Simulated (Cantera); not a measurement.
Charge: 1 mol TiO2, 1 mol Cl2, 0.029 mol O2, at 15000 Pa.

Equilibrium computed with Cantera from the NASA thermochemical tables; the gas is ideal and each condensed phase is pure. Candidate condensed phases: Ti, TiCl2, TiCl3, TiCl4, TiO, TiO2, Ti2O3, Ti3O5, Ti4O7; 15 gas species. Condensed phases not in the tables: TiOCl. Equilibrium is a limit: real reactors are often held back by kinetics, nucleation or transport.

x: gas mole fraction; n: condensed amount in mol.

```
T (°C)  x Cl2     x Cl    x O2   x TiCl4     x ClO  x TiOCl2   x TiCl3  n TiO2(rutile)
------  -----  -------  ------  --------  --------  --------  --------  --------------
777     0.970  0.00201  0.0282   5.03e-5   7.16e-6  8.35e-12  5.19e-12           1.000
852     0.966  0.00521  0.0283  0.000192   1.56e-5  1.64e-10  1.08e-10           1.000
927     0.959      [?]  0.0286       [?]       [?]       [?]       [?]           0.999
1002    0.944   0.0248  0.0294   0.00161   5.65e-5   2.10e-8   1.47e-8           0.998
1077    0.918   0.0472  0.0311   0.00360   9.78e-5   1.51e-7   1.06e-7           0.996
1152    0.876   0.0830  0.0338   0.00684  0.000161   8.49e-7   5.80e-7           0.993
1227    0.815      [?]     [?]       [?]       [?]       [?]       [?]           0.988
1302    0.734    0.209  0.0410    0.0159  0.000368   1.42e-5   8.66e-6           0.982
1377    0.634    0.301  0.0439    0.0202  0.000505   4.50e-5   2.53e-5           0.975
```

Task: Complete the blanks.

Result: 
- 927, x Cl: 0.0119
- 927, x TiCl4: 0.000607
- 927, x ClO: 3.08e-5
- 927, x TiOCl2: 2.19e-9
- 927, x TiCl3: 1.50e-9
- 1227, x Cl: 0.136
- 1227, x O2: 0.0373
- 1227, x TiCl4: 0.0112
- 1227, x ClO: 0.000250
- 1227, x TiOCl2: 3.82e-6
- 1227, x TiCl3: 2.49e-6
